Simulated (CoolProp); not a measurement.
Water at several states: fugacity coefficient from the reference equation and from simpler models built on Tc = 373.9 °C, pc = 22.06 MPa, ω = 0.344; each cubic takes its own stable root.

The numbers come from the reference Helmholtz-energy equation of state, Wagner 2002 in CoolProp.

```tsv
T (°C)	p (MPa)	phase	reference	van der Waals	Redlich-Kwong	Soave-Redlich-Kwong	Peng-Robinson
234.55	14.9	liquid	0.1904	0.4566	0.2935	0.2031	0.1977
33.45	31	liquid	0.0002069	0.02040	0.0009922	0.0001711	0.0001859
43.35	0.04	liquid	0.2196	0.9973	0.9094	0.1751	0.1934
450.25	10.8	gas	0.8948	0.8907	0.8831	0.8926	0.8783
41.55	21.5	liquid	0.0004314	0.03054	0.001910	0.0003590	0.0003891
```

At some of these states van der Waals gives the other phase, because its saturation line lies elsewhere.
